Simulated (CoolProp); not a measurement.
Vapour-liquid equilibrium of CHF3 (R23) (1) + R125 (2) at 0.882 MPa; x and y are mole fractions of (1).

Model: multi-fluid Helmholtz-energy mixture model, Penoncello 2003 and Lemmon 2005; pair parameters Bell 2016, in CoolProp.

```
x     bubble temperature, mixture model (°C)  bubble temperature, Raoult's law (°C)  y, mixture model  y, Raoult's law
----  --------------------------------------  -------------------------------------  ----------------  ---------------
0.05                                     5.7                                    4.8                 …            0.161
0.2                                     -3.5                                   -5.3                 …            0.488
0.35                                   -11.4                                  -13.2             0.619            0.682
0.5                                    -18.1                                  -19.4                 …            0.805
0.65                                       …                                  -24.6                 …            0.888
0.8                                    -28.5                                  -29.0             0.930            0.946
0.95                                   -32.6                                  -32.7             0.984            0.988
```

Problem. Complete the blanks.

Solution. 
- 0.05, y, mixture model: 0.120
- 0.2, y, mixture model: 0.413
- 0.5, y, mixture model: 0.760
- 0.65, bubble temperature, mixture model (°C): -23.7
- 0.65, y, mixture model: 0.859

The largest gap from Raoult's law is +1.8 K in bubble temperature, at x = 0.2. No azeotrope shows between x = 0.05 and 0.95.

Pair parameters are fitted to limited data, so mixtures are less certain than the pure fluids.
